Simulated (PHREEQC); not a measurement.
Make-up at 25 °C: 12 mmol/kgw CdCl2. Closed to the air; pH follows from the charge balance.

All values are PHREEQC results (ion-association model, wateq4f.dat), not measurements.

### Question
The ionic strength comes out as 0.0238 mol/kgw. What activity coefficients do Cd+2, CdCl3-, CdCl+, H+, Cl- get?

### Answer
Cd+2 0.55, CdCl3- 0.86, CdCl+ 0.86, H+ 0.88, Cl- 0.86.

This is a speciation only: nothing precipitates in the calculation.
